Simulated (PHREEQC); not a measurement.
HCl is added in steps, without added water, to 1 kg of water holding 0.091 mol Cu(NO3)2, 0.00027 mol H2SO4 and 0.096 mol H3BO3, at 20 °C. Oxygen is held at 0.21 atm. CO2 is held at log p = -1 (atm). The run lets Cu(OH)2, Malachite, Brochantite, Antlerite, Atacamite, Cu2(OH)3NO3, Chalcanthite precipitate or redissolve, and no other solid.

Base run: PHREEQC, ion-association model, wateq4f.dat. Each further column changes one thing. The table gives pH.

```
HCl added (mol)  base  H3BO3 left out  0.012 mol/kgw NaOH added  Cu(NO3)2 replaced by Zn(NO3)2 at the same molality  no solid may form
---------------  ----  --------------  ------------------------  --------------------------------------------------  -----------------
0                3.32            3.32                      4.34                                                3.36               3.32
0.0013           2.84            2.84                      4.34                                                2.84               2.84
0.0026           2.61            2.61                      4.34                                                2.61               2.61
0.00325          2.53            2.53                      4.34                                                2.53               2.53
0.00455          2.40            2.40                      4.34                                                2.40               2.40
0.00585          2.30            2.30                      4.34                                                2.30               2.30
0.00715          2.22            2.22                      4.34                                                2.22               2.22
0.00845          2.15            2.15                      4.34                                                2.15               2.15
0.00975          2.09            2.09                      4.32                                                2.09               2.09
0.0104           2.07            2.07                      4.30                                                2.07               2.07
0.0117           2.02            2.02                      3.55                                                2.02               2.02
0.013            1.97            1.97                      2.91                                                1.97               1.97
```

 Solids allowed in the column '0.012 mol/kgw NaOH added': Cu(OH)2, Malachite, Brochantite, Antlerite, Atacamite, Cu2(OH)3NO3, Halite, Mirabilite, Chalcanthite, Nahcolite, Natron. Solids allowed in the column 'Cu(NO3)2 replaced by Zn(NO3)2 at the same molality': Zn(OH)2-e, Smithsonite, Zn4(OH)6SO4, Zn5(OH)8Cl2, Goslarite.
